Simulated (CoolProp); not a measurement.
1000 sccm (0 °C, 1 atm) of nitrogen bubbles through liquid n-perfluorohexane at 289.3 K and leaves saturated at a total pressure of 0.15 MPa (ideal gas phase). Each further row changes one setting.

Values from CoolProp's reference Helmholtz-energy equation of state, Gao 2022.

```csv
case,vapour pressure (kPa),mole fraction of vapour,delivery (mg/min),delivery (sccm),change of delivery for a bath 1 K warmer (%)
as stated,19.7,0.131,2280,151,5.6
bath temperature 294.3 K,24.8,___,___,___,5.6
total pressure 0.3 MPa,19.7,0.0655,1060,70.1,___
```

Fill in the missing entries.


- bath temperature 294.3 K, mole fraction of vapour: 0.165
- bath temperature 294.3 K, delivery (mg/min): 2980
- bath temperature 294.3 K, delivery (sccm): 198
- total pressure 0.3 MPa, change of delivery for a bath 1 K warmer (%): 5.2
